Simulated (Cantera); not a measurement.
A Cantera script and what it prints.

```python
import numpy as np
import cantera as ct

gas_names = [...]  # 92 gases of nasa_gas.yaml made of C, H, N
cond_names = """
    C(gr) C6H6(L) C7H8(L) C8H18(L),n-octa
""".split()


# ... load() reads the species with a 1 bar reference pressure and builds the phases ...
atoms = {
    'C': {'C': 1},
    'H2': {'H': 2},
    'N2': {'N': 2},
}
top_T = {'C(gr)': 4500}  # K; cautious upper limits of use, not melting points


# ... equilibrate(T, P, feed) seeds the gas with the atoms and calls Mixture.equilibrate('TP', solver="vcs", rtol=1e-11, max_steps=5000) ...
results = []
P = 4100000  # Pa
for T in [2100, 2150, 2200, 2250, 2300, 2350, 2400, 2450, 2500, 2550, 2600]:
    for m in [1.7, 2.7, 4.5, 7.4, 12, 20, 33]:
        feed = {'C': 1, 'H2': m, 'N2': 13}  # mol
        mix = equilibrate(T, P, feed)
        results.append((T, P, feed, dict(zip(mix.species_names, mix.species_moles))))

for T, P, feed, n in results:
    print(f"{T:7g} {feed['H2']:10.4g}  " + (" + ".join(c for c in cond_names if n.get(c, 0) > 1e-12) or "gas only"))
```

It prints:

```
   2100        1.7  C(gr)
   2100        2.7  C(gr)
   2100        4.5  C(gr)
   2100        7.4  C(gr)
   2100         12  C(gr)
   2100         20  C(gr)
   2100         33  C(gr)
   2150        1.7  C(gr)
   2150        2.7  C(gr)
   2150        4.5  C(gr)
   2150        7.4  C(gr)
   2150         12  C(gr)
   2150         20  C(gr)
   2150         33  C(gr)
   2200        1.7  C(gr)
   2200        2.7  C(gr)
   2200        4.5  C(gr)
   2200        7.4  C(gr)
   2200         12  C(gr)
   2200         20  C(gr)
   2200         33  gas only
   2250        1.7  C(gr)
   2250        2.7  C(gr)
   2250        4.5  C(gr)
   2250        7.4  C(gr)
   2250         12  C(gr)
   2250         20  C(gr)
   2250         33  gas only
   2300        1.7  C(gr)
   2300        2.7  C(gr)
   2300        4.5  C(gr)
   2300        7.4  C(gr)
   2300         12  C(gr)
   2300         20  C(gr)
   2300         33  gas only
   2350        1.7  C(gr)
   2350        2.7  C(gr)
   2350        4.5  C(gr)
   2350        7.4  C(gr)
   2350         12  C(gr)
   2350         20  gas only
   2350         33  gas only
   2400        1.7  C(gr)
   2400        2.7  C(gr)
   2400        4.5  C(gr)
   2400        7.4  C(gr)
   2400         12  C(gr)
   2400         20  gas only
   2400         33  gas only
   2450        1.7  C(gr)
   2450        2.7  C(gr)
   2450        4.5  C(gr)
   2450        7.4  C(gr)
   2450         12  gas only
   2450         20  gas only
   2450         33  gas only
   2500        1.7  C(gr)
   2500        2.7  C(gr)
   2500        4.5  C(gr)
   2500        7.4  C(gr)
   2500         12  gas only
   2500         20  gas only
   2500         33  gas only
   2550        1.7  C(gr)
   2550        2.7  C(gr)
   2550        4.5  C(gr)
   2550        7.4  gas only
   2550         12  gas only
   2550         20  gas only
   2550         33  gas only
   2600        1.7  C(gr)
   2600        2.7  C(gr)
   2600        4.5  C(gr)
   2600        7.4  gas only
   2600         12  gas only
   2600         20  gas only
   2600         33  gas only
```

Cantera equilibrium calculation (NASA polynomials, part measured and part estimated; ideal gas, pure solids and liquids). The ideal-gas law is rough above about 30 bar.
